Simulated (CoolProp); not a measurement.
A single-stage vapour-compression cycle with benzene: evaporating at 297.15 K (dew point), condensing at 325.15 K (bubble point), superheat 8 K, subcooling 0 K, compressor efficiency 0.7, no pressure losses. Each further row changes one setting.

Computed with CoolProp (reference Helmholtz-energy equation of state, Thol 2012).

| case | cooling COP | pressure ratio | discharge temperature (K) | refrigerating effect (kJ/kg) | volumetric capacity (kJ/m³) |
|---|---|---|---|---|---|
| as stated | … | 3.22 | 354.4 | 393 | 148 |
| evaporating temperature 302.15 K | … | 2.56 | 350.0 | 398 | 185 |
| condensing temperature 320.15 K | 8.52 | … | 346.5 | 402 | 151 |
| subcooling 5 K | 7.07 | 3.22 | 354.4 | 402 | 151 |
| superheat 18 K | 6.89 | 3.22 | … | 404 | 147 |
| compressor efficiency 0.6 | 5.92 | 3.22 | 361.7 | 393 | 148 |

What belongs in the gaps?


- as stated, cooling COP: 6.91
- evaporating temperature 302.15 K, cooling COP: 8.67
- condensing temperature 320.15 K, pressure ratio: 2.66
- superheat 18 K, discharge temperature (K): 364.2
